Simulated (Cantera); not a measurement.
Cantera run:

```python
import numpy as np
import cantera as ct

gas_names = """
    C CN CO CO2 C2 CCN CNC C2N2 C2O C3 C3O2 C4 C4N2 C5 N NCO NO NO2 NO3 N2 N2O O O2 O3 Si SiC SiC2 SiN
    SiO SiO2 Si2 Si2C Si2N Si3
""".split()
cond_names = """
    C(gr) Si(cr) Si(L) SiC(b) SiO2(Lqz) SiO2(hqz) SiO2(L) Si2N2O(s) Si3N4(a)
""".split()


# ... load() reads the species with a 1 bar reference pressure and builds the phases ...
atoms = {
    'SiC': {'Si': 1, 'C': 1},
    'O2': {'O': 2},
    'N2': {'N': 2},
}
top_T = {'C(gr)': 4500, 'SiC(b)': 3050, 'Si2N2O(s)': 2100, 'Si3N4(a)': 2400}  # K; cautious upper limits of use, not melting points


# ... equilibrate(T, P, feed) seeds the gas with the atoms and calls Mixture.equilibrate('TP', solver="vcs", rtol=1e-11, max_steps=5000) ...
results = []
feed = {'SiC': 1, 'O2': 0.0016, 'N2': 17}  # mol
P = 41000  # Pa
for T in [1575, 1625, 1675, 1725, 1775, 1825, 1875, 1925, 1975, 2025, 2075, 2125, 2175]:
    mix = equilibrate(T, P, feed)
    results.append((T, P, feed, dict(zip(mix.species_names, mix.species_moles))))

top = {s: max(r[3][s] / sum(r[3][g] for g in gas_names) for r in results) for s in gas_names}
cols = sorted((s for s in top if top[s] > 0.001), key=lambda s: -top[s])[:8]
seen = [c for c in cond_names if any(r[3].get(c, 0) > 1e-12 for r in results)]
print("log10 of partial pressures in bar; condensed amounts in mol")
print(f"{'T/K':>10s}" + "".join(f"{s[:9]:>10s}" for s in cols + seen))
for T, P, feed, n in results:
    ng = sum(n[g] for g in gas_names)
    print(f"{T:10.4g}" + "".join(f"{np.log10(max(n[s] / ng * P / 1e5, 1e-99)):10.3f}" for s in cols)
          + "".join(f"{n.get(c, 0):10.4g}" for c in seen))
```

It prints:

```
log10 of partial pressures in bar; condensed amounts in mol
       T/K        N2     C(gr)    SiC(b)  Si3N4(a)
      1575    -0.387    0.9968         0    0.3333
      1625    -0.387    0.9968         0    0.3333
      1675    -0.387         0    0.9968  0.001052
      1725    -0.387         0    0.9969  0.001031
      1775    -0.387         0    0.9969 0.0009852
      1825    -0.387         0     0.997 0.0008935
      1875    -0.387         0    0.9973 0.0007221
      1925    -0.387         0    0.9976 0.0004258
      1975    -0.387         0     0.998         0
      2025    -0.387         0    0.9977         0
      2075    -0.387         0    0.9974         0
      2125    -0.387         0     0.997         0
      2175    -0.387         0    0.9966         0
```

Equilibrium computed with Cantera from the NASA thermochemical tables; the gas is ideal and each condensed phase is pure. Mutual solubility and eutectic melting of coexisting phases are not modelled. The tables' values for SiN are old estimates; treat these amounts as uncertain.
